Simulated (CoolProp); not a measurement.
Carbon dioxide at 367.43 K and 1.61 MPa flows at 11 m/s in a round tube of 12.7 mm bore and 45 µm roughness, fully developed (64/Re and Nu = 3.66 if laminar; Colebrook and Gnielinski if turbulent). Each further row changes one setting.

Values from CoolProp's reference Helmholtz-energy equation of state, Span 1996.

```
case              Reynolds number  Darcy friction factor  pressure drop (Pa/m)  heat-transfer coefficient (W/(m² K))  mass flow (kg/h)
----------------  ---------------  ---------------------  --------------------  ------------------------------------  ----------------
as stated                       ?                      ?                  3230                                  1020               121
velocity 22 m/s            367000                 0.0278                     ?                                  2010                 ?
diameter 25.4 mm           367000                      ?                  1340                                     ?                 ?
```

**Question.** Fill in the missing entries.

**Answer.** 
- as stated, Reynolds number: 183000
- as stated, Darcy friction factor: 0.0281
- velocity 22 m/s, pressure drop (Pa/m): 12800
- velocity 22 m/s, mass flow (kg/h): 242
- diameter 25.4 mm, Darcy friction factor: 0.0232
- diameter 25.4 mm, heat-transfer coefficient (W/(m² K)): 833
- diameter 25.4 mm, mass flow (kg/h): 485

Viscosity comes from a separate model (Laesecke 2017). Thermal conductivity comes from a separate model (Huber 2016).
